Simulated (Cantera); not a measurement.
An isothermal, constant-pressure homogeneous reactor starts with C2H6 : N2 = 1 : 76 (molar parts), at 1950 K and 35.3 Torr.

Computed with Cantera and GRI-Mech 3.0 (53 species, 325 reactions). GRI-Mech 3.0 stops at C3 and has no aromatics, soot or wall deposition, so with more carbon than oxygen in the feed, carbon stays in small species such as C2H2 where larger ones or solid carbon would form. Radical loss at walls, strong at low pressure, is not modelled.

One state of this run: x C2H6 = 0.00129; x H = 0.00184; x CH4 = 0.000802; x CH3 = 0.0120; x CH2 = 0.000140; x C2H2 = 0.000872; x HCN = 1.24e-5. x: mole fraction; the columns are a selection and need not sum to one.

Task: Which value of t (s) does it belong to?
A) 0.0232
B) 1.45
C) 9.42e-5
D) 5.73

Result: C, 9.42e-5
